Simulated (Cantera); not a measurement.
A freely propagating, adiabatic, planar premixed flame of H2 : O2 : N2 = 1 : 0.5 : 1.95 (molar parts), equivalence ratio 1.0, unburnt at 398 K and 10.0 bar; mixture-averaged transport, grid criteria slope 0.08 and curve 0.16, no radiation.

Cantera simulation using the H2/O2 subset of GRI-Mech 3.0, which has no nitrogen chemistry; the numbers are that mechanism's predictions, not measurements. The hydrogen kinetics of GRI-Mech 3.0 are dated; newer H2 mechanisms differ, most at raised pressure. Burning velocities carry a grid error of a few per cent, more on coarse grids.

**Question.** How do the results move with these cheaper or finer settings: unity-Lewis-number transport; multicomponent transport; multicomponent+Soret transport; grid criteria slope 0.5, curve 1; grid criteria slope 0.25, curve 0.5; grid criteria slope 0.03, curve 0.06?

**Answer.** 
```csv
setting,laminar burning velocity,thermal thickness,peak x(OH),peak x(HO2),grid points
as above,231 cm/s,0.0254 mm,0.0124,0.00146,109
unity-Lewis-number transport,227 cm/s,0.0228 mm,0.0135,0.00106,112
multicomponent transport,231 cm/s,0.0250 mm,0.0124,0.00147,111
multicomponent+Soret transport,208 cm/s,0.0252 mm,0.0122,0.00142,112
"grid criteria slope 0.5, curve 1",264 cm/s,0.0314 mm,0.0126,0.00132,35
"grid criteria slope 0.25, curve 0.5",233 cm/s,0.0270 mm,0.0124,0.00140,52
"grid criteria slope 0.03, curve 0.06",233 cm/s,0.0247 mm,0.0124,0.00148,248
```
The base run took about 1.3 core-seconds (a rough figure).
Unity Lewis numbers drop preferential diffusion, which matters most where H2 and H carry the flame; Soret adds thermal diffusion.
